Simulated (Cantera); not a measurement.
A perfectly stirred reactor is fed with 4.75 % CH4, 19.4 % O2, 72.6 % N2, 3.23 % CO2, equivalence ratio 0.49, at 500000 Pa; it is adiabatic with a 675 K inlet, and is followed from long to short residence time, starting on the burning branch (τ in s: 0.36, 0.093, 0.024, 0.0061, 0.0016, 0.0004, 0.0001, 2.7e-05, 6.8e-06).

Model: GRI-Mech 3.0 (53 species, 325 reactions), integrated in Cantera.

Predict: blow-out, bracketed by the residence times tried; x(CH4) at τ = 0.360 s; x(O2) at τ = 0.360 s; x(CO2) at τ = 0.360 s; x(NO) at τ = 0.360 s; x(CH4) at τ = 1.60 ms; x(O2) at τ = 1.60 ms; x(CO2) at τ = 1.60 ms; x(NO) at τ = 1.60 ms.


```
Quantity                                                                         Value
------------------------------------------------  ------------------------------------
blow-out, bracketed by the residence times tried  burning at 0.400 ms, out at 0.100 ms
x(CH4) at τ = 0.360 s                                                          2.75e-6
x(O2) at τ = 0.360 s                                                            0.0987
x(CO2) at τ = 0.360 s                                                           0.0797
x(NO) at τ = 0.360 s                                                           9.24e-6
x(CH4) at τ = 1.60 ms                                                         0.000141
x(O2) at τ = 1.60 ms                                                            0.0998
x(CO2) at τ = 1.60 ms                                                           0.0772
x(NO) at τ = 1.60 ms                                                           2.88e-6
```
